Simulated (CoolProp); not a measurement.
A simple Rankine cycle with R365MFC: condensing at 317.15 K, boiler at 0.739 MPa, turbine inlet 423 K, turbine efficiency 0.7, pump efficiency 0.7, no recuperator. Each further row changes one setting.

The numbers come from the reference Helmholtz-energy equation of state, Lemmon 2016 in CoolProp.

```json
[
 {"case": "as stated", "thermal efficiency (%)": "___", "net work (kJ/kg)": "26.8", "heat in (kJ/kg)": "297", "turbine exit temperature (K)": "___", "volume ratio over the turbine": "6.56"},
 {"case": "turbine inlet 443 K", "thermal efficiency (%)": "8.8", "net work (kJ/kg)": "28.5", "heat in (kJ/kg)": "___", "turbine exit temperature (K)": "___", "volume ratio over the turbine": "6.48"},
 {"case": "condensing temperature 309.15 K", "thermal efficiency (%)": "10.0", "net work (kJ/kg)": "31.0", "heat in (kJ/kg)": "309", "turbine exit temperature (K)": "389.0", "volume ratio over the turbine": "8.71"},
 {"case": "boiler pressure 0.517 MPa", "thermal efficiency (%)": "7.4", "net work (kJ/kg)": "22.3", "heat in (kJ/kg)": "___", "turbine exit temperature (K)": "399.7", "volume ratio over the turbine": "4.48"},
 {"case": "turbine efficiency 0.6", "thermal efficiency (%)": "7.7", "net work (kJ/kg)": "22.9", "heat in (kJ/kg)": "297", "turbine exit temperature (K)": "396.3", "volume ratio over the turbine": "6.62"}
]
```

Problem. Fill in the missing entries.

Solution. 
- as stated, thermal efficiency (%): 9.0
- as stated, turbine exit temperature (K): 393.0
- turbine inlet 443 K, heat in (kJ/kg): 323
- turbine inlet 443 K, turbine exit temperature (K): 413.3
- boiler pressure 0.517 MPa, heat in (kJ/kg): 301
